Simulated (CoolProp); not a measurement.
Methane at 390.5 K and 0.306 MPa flows at 0.057 m/s in a round tube of 100 mm bore and 15 µm roughness, fully developed (64/Re and Nu = 3.66 if laminar; Colebrook and Gnielinski if turbulent). Each further row changes one setting.

The numbers come from the reference Helmholtz-energy equation of state, Setzmann 1991 in CoolProp.

```
case                Reynolds number  Darcy friction factor  pressure drop (Pa/m)  heat-transfer coefficient (W/(m² K))  mass flow (kg/h)
------------------  ---------------  ---------------------  --------------------  ------------------------------------  ----------------
as stated                       616                  0.104               0.00255                                  1.77              2.44
velocity 0.114 m/s             1230                 0.0519               0.00511                                  1.77              4.88
diameter 200 mm                1230                 0.0519              0.000639                                 0.887              9.76
```

Viscosity comes from a separate model (Quiñones-Cisneros 2006). Thermal conductivity comes from a separate model (Friend 1989).
